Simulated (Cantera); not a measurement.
Feed: 1 mol Si(CH3)4, 0.0068 mol C3H8, 9.1 mol H2, 0.044 mol CH4, held at 1625 K and 81.0 mbar.

Method: chemical equilibrium by Gibbs-energy minimisation in Cantera with the NASA 1993 tables (ideal gas, pure condensed phases). Candidate condensed phases: C, C6H6, C7H8, C8H18, Si, SiC; 87 gas species. Equilibrium is a limit: real reactors are often held back by kinetics, nucleation or transport.

Base state: H2 1.000, H 0.000248, CH4 0.000119, C2H2 (acetylene) 3.55e-5 (mole fractions); condensed: C(graphite) + SiC(s).

### Question
What changes in the equilibrium state with this change: temperature from 1625 K to 2275 K?

### Answer
```csv
species,before,after
H2,1.000,0.965
H,0.000248,0.0293
C2H2 (acetylene),3.55e-5,0.00368
Si,2.30e-8,0.00123
SiC2,<1e-9,0.000156
Si2C,<1e-9,9.25e-5
SiH,1.30e-8,0.000132
SiH2,7.56e-8,5.41e-5
"C(graphite), mol",3.06,2.97
"SiC(s), mol",1.000,0.973
```
Gases not in the tables: Si2H6 and higher silanes.
